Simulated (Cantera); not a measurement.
What does this Cantera script print?

```python
import numpy as np
import cantera as ct

gas_names = """
    H HO2 H2 H2O H2O2 O OH O2 O3 V VO VO2
""".split()
cond_names = """
    H2O(s) H2O(L) V(cr) V(L) VO(s) VO(L) V2O3(s) V2O3(L) V2O4(I) V2O4(II) V2O4(L) V2O5(s) V2O5(L)
""".split()


# ... load() reads the species with a 1 bar reference pressure and builds the phases ...
atoms = {
    'V2O3': {'V': 2, 'O': 3},
    'H2': {'H': 2},
}
top_T = {}  # K; cautious upper limits of use, not melting points


# ... equilibrate(T, P, feed) seeds the gas with the atoms and calls Mixture.equilibrate('TP', solver="vcs", rtol=1e-11, max_steps=5000) ...
results = []
P = 4600  # Pa
for T in [1300, 1400, 1500, 1600, 1700, 1800, 1900, 2000, 2100]:
    for m in [1.6, 5.3, 18, 62, 210, 730, 2500]:
        feed = {'V2O3': 1, 'H2': m}  # mol
        mix = equilibrate(T, P, feed)
        results.append((T, P, feed, dict(zip(mix.species_names, mix.species_moles))))

for T, P, feed, n in results:
    print(f"{T:7g} {feed['H2']:10.4g}  " + (" + ".join(c for c in cond_names if n.get(c, 0) > 1e-12) or "gas only"))
```

Output:

```
   1300        1.6  VO(s) + V2O3(s)
   1300        5.3  VO(s) + V2O3(s)
   1300         18  VO(s) + V2O3(s)
   1300         62  VO(s) + V2O3(s)
   1300        210  VO(s) + V2O3(s)
   1300        730  VO(s) + V2O3(s)
   1300       2500  VO(s)
   1400        1.6  VO(s) + V2O3(s)
   1400        5.3  VO(s) + V2O3(s)
   1400         18  VO(s) + V2O3(s)
   1400         62  VO(s) + V2O3(s)
   1400        210  VO(s) + V2O3(s)
   1400        730  VO(s)
   1400       2500  VO(s)
   1500        1.6  VO(s) + V2O3(s)
   1500        5.3  VO(s) + V2O3(s)
   1500         18  VO(s) + V2O3(s)
   1500         62  VO(s) + V2O3(s)
   1500        210  VO(s) + V2O3(s)
   1500        730  VO(s)
   1500       2500  VO(s)
   1600        1.6  VO(s) + V2O3(s)
   1600        5.3  VO(s) + V2O3(s)
   1600         18  VO(s) + V2O3(s)
   1600         62  VO(s) + V2O3(s)
   1600        210  VO(s)
   1600        730  VO(s)
   1600       2500  VO(s)
   1700        1.6  VO(s) + V2O3(s)
   1700        5.3  VO(s) + V2O3(s)
   1700         18  VO(s) + V2O3(s)
   1700         62  VO(s) + V2O3(s)
   1700        210  VO(s)
   1700        730  VO(s)
   1700       2500  VO(s)
   1800        1.6  VO(s) + V2O3(s)
   1800        5.3  VO(s) + V2O3(s)
   1800         18  VO(s) + V2O3(s)
   1800         62  VO(s) + V2O3(s)
   1800        210  VO(s)
   1800        730  VO(s)
   1800       2500  VO(s)
   1900        1.6  VO(s) + V2O3(s)
   1900        5.3  VO(s) + V2O3(s)
   1900         18  VO(s) + V2O3(s)
   1900         62  VO(s)
   1900        210  VO(s)
   1900        730  VO(s)
   1900       2500  VO(s)
   2000        1.6  VO(s) + V2O3(s)
   2000        5.3  VO(s) + V2O3(s)
   2000         18  VO(s) + V2O3(s)
   2000         62  VO(s)
   2000        210  VO(s)
   2000        730  VO(s)
   2000       2500  VO(s)
   2100        1.6  VO(L) + V2O3(s)
   2100        5.3  VO(L) + V2O3(s)
   2100         18  VO(L) + V2O3(s)
   2100         62  VO(L)
   2100        210  VO(L)
   2100        730  VO(L)
   2100       2500  VO(L)
```

Cantera equilibrium calculation (NASA polynomials, part measured and part estimated; ideal gas, pure solids and liquids). Mutual solubility and eutectic melting of coexisting phases are not modelled. VO: taken at fixed stoichiometry. Condensed phases not in the tables: the oxides between V2O3 and V2O5 other than VO2.
